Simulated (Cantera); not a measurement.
Feed: 1 mol Si3N4, 1.8 mol HF, 0.52 mol Cl2, equilibrated at 1250 K and 8.80 mbar.

Equilibrium computed with Cantera from the NASA thermochemical tables; the gas is ideal and each condensed phase is pure. Candidate condensed phases: NH4Cl, Si, Si3N4; 49 gas species. The tables' values for SiCl3, SiF3, SiF2 are old estimates; treat these amounts as uncertain. Equilibrium is a limit: real reactors are often held back by kinetics, nucleation or transport.

Base state: HCl 0.356, H2 0.237, SiF4 0.205, N2 0.162, SiCl4 0.0273, SiCl3 0.00319, SiCl2 0.00267, SiF3 0.00258 (mole fractions); condensed: Si3N4(s).

What changes in the equilibrium state with this change: temperature from 1250 K to 723.15 K?


```tsv
species	before	after
H2	0.237	0.291
HCl	0.356	0.264
SiF4	0.205	0.211
SiCl4	0.0273	0.0562
N2	0.162	0.178
SiCl2	0.00267	<1e-9
SiF3	0.00258	5.50e-9
SiCl3	0.00319	4.57e-8
SiF2	3.12e-5	<1e-9
Si3N4(s), mol	0.825	0.810
```
